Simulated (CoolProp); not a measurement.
Vapour-liquid equilibrium of dimethyl ether (1) + n-hexane (2) at 27.65 °C; x and y are mole fractions of (1).

Values from CoolProp's multi-fluid Helmholtz-energy mixture model, Wu 2011 and Thol 2019; pair parameters Bell 2016.

Q: Give the bubble pressure and the first vapour's composition at x = 0.2, 0.5, 0.65. Is there an azeotrope?

A: x = 0.2: 0.1790 MPa, y = 0.889; x = 0.5: 0.3647 MPa, y = 0.959; x = 0.65: 0.4408 MPa, y = 0.972. No azeotrope shows between x = 0.05 and 0.95.

The pair parameters rest on a limited set of measurements; away from them the model extrapolates.
